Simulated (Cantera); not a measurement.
A closed system holds: 1 mol SiO₂, 12 mol F₂, 26 mol H₂, equilibrated at 825 °C and 0.370 bar.

These are equilibrium values from Cantera (NASA tables, ideal gas, pure condensed phases), not measurements of a reactor. Candidate condensed phases: H₂O, Si, SiO₂; 38 gas species. Kinetics and transport are ignored.

Base state: HF 0.541, H₂ 0.378, H₂O 0.0541, SiF₄ 0.0270 (mole fractions); condensed: gas only.

Problem. What changes in the equilibrium state with this change: F₂ from 12 to 0.64 mol?

Solution. 
```json
[
 {"species": "H₂", "before": "0.378", "after": "0.956"},
 {"species": "HF", "before": "0.541", "after": "0.0296"},
 {"species": "H₂O", "before": "0.0541", "after": "0.00933"},
 {"species": "SiF₄", "before": "0.0270", "after": "0.00467"},
 {"species": "SiO₂(β-quartz), mol", "before": "0", "after": "0.876"}
]
```
